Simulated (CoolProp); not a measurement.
Properties of isobutene along the isobar 0.676 MPa (Tc = 418.1 K, pc = 4.016 MPa, ω = 0.193).

The numbers come from the reference Helmholtz-energy equation of state, Lemmon 2005 in CoolProp. It is a short technical equation, of lower accuracy than the large ones.

```csv
T (K),phase,cp (kJ/(kg K)),cv (kJ/(kg K)),Joule-Thomson coefficient (K/MPa),isothermal compressibility (1/MPa)
243.7,liquid,2.135,1.485,-0.4284,0.001578
255.4,liquid,2.178,1.516,___,0.001803
267.1,liquid,2.225,1.549,-0.3698,0.002076
278.8,liquid,2.277,1.583,-0.3336,0.002413
290.5,liquid,2.334,1.619,-0.2910,0.002835
302.2,liquid,___,1.656,-0.2399,___
313.9,liquid,2.468,1.695,-0.1772,0.004094
325.6,liquid,___,1.735,-0.09782,0.005079
337.3,gas,1.972,1.684,___,1.746
349,gas,1.972,___,17.63,1.702
360.7,gas,1.985,___,15.47,1.668
372.4,gas,2.006,1.778,13.72,1.643
```

Problem. Complete the blanks.

Solution. 
- 255.4, Joule-Thomson coefficient (K/MPa): -0.4011
- 302.2, cp (kJ/(kg K)): 2.397
- 302.2, isothermal compressibility (1/MPa): 0.003377
- 325.6, cp (kJ/(kg K)): 2.549
- 337.3, Joule-Thomson coefficient (K/MPa): 20.35
- 349, cv (kJ/(kg K)): 1.711
- 360.7, cv (kJ/(kg K)): 1.743
